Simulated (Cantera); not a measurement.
A closed system holds: 1 mol c-C₄F₈, 0.4 mol HCl, 3.3 mol H₂, held at 2198.15 K and 7.50 Torr.

Equilibrium computed with Cantera from the NASA thermochemical tables; the gas is ideal and each condensed phase is pure. Candidate condensed phases: C, C₆H₆, C₇H₈, C₈H₁₈; 118 gas species. The feed counts by its element totals alone. Gases not in the tables: C₂F₆ and larger saturated fluorocarbons. The numbers say what is thermodynamically allowed, not how fast it happens.

Base state: HF 0.867, F 0.0490, Cl 0.0485, CF₂ 0.0298, CF₄ 0.00364, HCl 0.00101, CF 0.000551, CF₃ 0.000459 (mole fractions); condensed: C(graphite).

Task: What changes in the equilibrium state with this change: H₂ from 3.3 to 0.31 mol?

Result: 
```
species             before     after
----------------  --------  --------
CF₄                0.00364     0.254
CF₂                 0.0298     0.249
HF                   0.867     0.247
CF₃               0.000459    0.0111
F                   0.0490     0.141
Cl                  0.0485    0.0963
CClF₃              1.94e-6   9.27e-5
H                  4.71e-5   4.63e-6
ClF                1.92e-5  0.000110
C(graphite), mol      3.72      1.87
```
